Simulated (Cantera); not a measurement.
# SF6 + H2 (abatement and gas-phase synthesis)

Charge: 1 mol SF6, 0.064 mol H2, held at 35300 Torr.

These are equilibrium values from Cantera (NASA tables, ideal gas, pure condensed phases), not measurements of a reactor. Candidate condensed phases: S; 24 gas species. The ideal-gas law is rough above about 30 bar. The tables' values for S2F2 (SSF2), SF3, SF5 are old estimates; treat these amounts as uncertain. The numbers say what is thermodynamically allowed, not how fast it happens.

```
T (K)  x SF6   x HF    x SF4  x S2F2 (SSF2)
-----  -----  -----  -------  -------------
500    0.872  0.113  0.00363         0.0108
550    0.866  0.114   0.0105        0.00935
600    0.855  0.114   0.0244        0.00655
650    0.840  0.113   0.0437        0.00265
700    0.831  0.113   0.0552       0.000317
750    0.830  0.113   0.0566        2.04e-5
800    0.830  0.113   0.0567        1.66e-6
850    0.830  0.113   0.0567        1.80e-7
900    0.830  0.113   0.0567        2.51e-8
950    0.830  0.113   0.0567        4.31e-9
1000   0.830  0.113   0.0567       8.86e-10
```
x: gas mole fraction; nothing condenses.

From 500 K to 1000 K nothing is condensed.
